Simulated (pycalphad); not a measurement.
Source of the numbers: pycalphad with the COST 507 light-alloy database (1999); pressure 1 atm. These are 1990s assessments: newer ones move some temperatures and phases. Amounts are mole fractions of atoms.

Q: Give the equilibrium state of Si-30.71Sn (wt.%) at 1100 K.

A: 
```
T = 1100.00 K, P = 101325 Pa, N = 1 mol of atoms
G = -39758 J/mol, H = 20648 J/mol, S = 54.92 J/(mol K)  (SER reference)
chemical potentials (J/mol): Si -35242, Sn -82830
phase             fraction      x(Si)      x(Sn)
DIAMOND_A4          0.9043     1.0000   4.19e-07
LIQUID              0.0957     0.0085     0.9915
```

Q: Give the equilibrium state of Si-30.71Sn (wt.%) at 500 K.

A: DIAMOND_A4, fraction 0.905, with <0.01 Sn wt.%; BCT_A5, fraction 0.095, with 100 Sn wt.%.

DIAMOND_A4 is diamond (Si); BCT_A5 is bct (Sn).
